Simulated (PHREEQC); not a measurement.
Consider water at 25 °C with 10 mmol/kgw Cu(NO3)2, 0.05 mmol/kgw HBF4 and 13 mmol/kgw Na2SO4. Closed to the air; pH follows from the charge balance.

The numbers come from PHREEQC with the ion-association model, phreeqc.dat.

Each row changes one thing in this solution. This is a speciation only: nothing precipitates in the calculation.

| case | pH | ionic strength (mol/kgw) | SO4-2 (mol/kgw) | NaSO4- (mol/kgw) | F- (mol/kgw) | HSO4- (mol/kgw) |
|---|---|---|---|---|---|---|
| as made | 3.97 | 0.0565 | 0.00955 | 0.000540 | 0.000167 | 5.41e-5 |
| HBF4 from 5e-05 to 5.5e-05 mol/kgw | 3.94 | … | 0.00954 | 0.000540 | 0.000182 | 5.89e-5 |
| Na2SO4 from 0.013 to 0.0117 mol/kgw | 3.96 | 0.0535 | 0.00852 | 0.000442 | … | 5.02e-5 |
| temperature from 25 to 15 °C | 3.94 | … | 0.00966 | 0.000518 | 0.000170 | 4.77e-5 |
| Cu(NO3)2 left out | 4.02 | 0.0375 | 0.0122 | 0.000766 | 0.000177 | 6.79e-5 |
| HBF4 from 5e-05 to 0.00025 mol/kgw | 3.39 | 0.0568 | 0.00944 | 0.000533 | 0.000639 | … |

What belongs in the gaps?


- HBF4 from 5e-05 to 5.5e-05 mol/kgw, ionic strength (mol/kgw): 0.0566
- Na2SO4 from 0.013 to 0.0117 mol/kgw, F- (mol/kgw): 0.000166
- temperature from 25 to 15 °C, ionic strength (mol/kgw): 0.0569
- HBF4 from 5e-05 to 0.00025 mol/kgw, HSO4- (mol/kgw): 0.000205

Species that the database lacks are ignored. Real BF4- forms and hydrolyses slowly; the run takes it at equilibrium.
